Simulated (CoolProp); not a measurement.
Fluoroethane (R161) at several states: Z from the reference equation and from simpler models built on Tc = 102.1 °C, pc = 5.010 MPa, ω = 0.216; each cubic takes its own stable root.

Values from CoolProp's reference Helmholtz-energy equation of state, Wu 2012.

```json
[
 {"T (°C)": "-99.05", "p (MPa)": "0.063", "phase": "liquid", "reference": "0.002325"},
 {"T (°C)": "20.65", "p (MPa)": "3.46", "phase": "liquid", "reference": "0.09352"},
 {"T (°C)": "126.55", "p (MPa)": "0.0241", "phase": "gas", "reference": "0.9986"},
 {"T (°C)": "68.95", "p (MPa)": "0.0168", "phase": "gas", "reference": "0.9984"}
]
```

Q: How far does each simpler model (van der Waals, Redlich-Kwong, Soave-Redlich-Kwong, Peng-Robinson) lie from the reference over these 4 states: mean and median of the absolute difference, and the worst?

A: 
- van der Waals: mean 10513.1 %, median 37.4 %, worst +41977.4 % at -99.05 °C and 0.063 MPa
- Redlich-Kwong: mean 10.2 %, median 8.6 %, worst +23.6 % at 20.65 °C and 3.46 MPa
- Soave-Redlich-Kwong: mean 8.8 %, median 7.9 %, worst +19.3 % at 20.65 °C and 3.46 MPa
- Peng-Robinson: mean 2.1 %, median 1.5 %, worst +5.3 % at 20.65 °C and 3.46 MPa

At some of these states van der Waals gives the other phase, because its saturation line lies elsewhere.
